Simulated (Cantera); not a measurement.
Input: 1 mol Al2O3, 0.021 mol Cl2, at 1 atm.

Equilibrium computed with Cantera from the NASA thermochemical tables; the gas is ideal and each condensed phase is pure. Candidate condensed phases: Al, AlCl3, Al2O3; 17 gas species. Rates play no part.

At 1100 °C, list the 4 most abundant gas species with their mole fractions, and the condensed phases.

Cl2 0.970, Cl 0.0225, AlCl3 0.00455, O2 0.00339. Condensed: Al2O3(s).
